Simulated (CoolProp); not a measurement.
Computed with CoolProp (reference Helmholtz-energy equation of state, Zhou 2012).

Give the vapour pressure (bar), enthalpy of vaporisation (kJ/kg), liquid cp (kJ/(kg K)), surface tension (mN/m) of saturated m-xylene at 148.55 °C.


```json
[
 {"T (°C)": "148.55", "p (bar)": "1.30", "enthalpy of vaporisation (kJ/kg)": "334", "liquid cp (kJ/(kg K))": "2.15", "surface tension (mN/m)": "15.2"}
]
```

Surface tension comes from a separate correlation (Mulero 2014).
